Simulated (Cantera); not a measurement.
# N2O furnace oxynitridation

A perfectly stirred reactor is fed with 90.1 % N2O, 9.91 % O2, at 0.0263 atm; it is held at 1500 K, and followed from long to short residence time.

Detailed kinetics in Cantera: GRI-Mech 3.0 (53 species, 325 reactions). GRI-Mech 3.0 was tuned for natural gas; its chemistry of N2O as a main component is partial and can be far from experiment. Radical loss at walls, strong at low pressure, is not modelled. The temperature is held fixed by assumption; the heat of reaction is taken as removed at once.

```tsv
τ (s)	x N2O	x O2	x N2	x O	x NO	x NO2
3.5	0.105	0.279	0.482	6.93e-5	0.134	4.76e-5
1.6	0.200	0.257	0.424	7.06e-5	0.119	4.00e-5
0.75	0.340	0.225	0.339	7.12e-5	0.0954	2.98e-5
0.35	0.509	0.187	0.237	7.15e-5	0.0669	1.88e-5
0.16	0.666	0.152	0.142	7.16e-5	0.0401	9.91e-6
0.074	0.775	0.128	0.0763	7.17e-5	0.0216	4.57e-6
0.034	0.838	0.113	0.0379	7.16e-5	0.0107	1.82e-6
0.016	0.870	0.106	0.0185	7.13e-5	0.00522	6.48e-7
0.0074	0.886	0.102	0.00869	7.08e-5	0.00244	1.92e-7
0.0034	0.894	0.101	0.00400	6.97e-5	0.00111	4.81e-8
```
x: mole fraction; the columns are a selection and need not sum to one.
